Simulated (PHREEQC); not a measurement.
1 kg of water holding 0.37 mol/kgw K2CO3, 0.0057 mol/kgw KHCO3 and 0.0053 mol/kgw K2SO4 is evaporated at 15 °C; the solids stay in contact with the brine. CO2 is held at log p = -3.4 (atm). Only these solids could form: Arcanite, Kalicinite, Misenite.

The series has 14 steps of water left (kg), from 0.9986 to 0.07723.

The numbers come from PHREEQC with the Pitzer model, pitzer.dat.

Problem. Which solids form, in which order, and at which step of the series does each first stand?

Solution. Arcanite from water left = 0.1149 kg (pH 10.68).

Species that the database lacks are ignored.
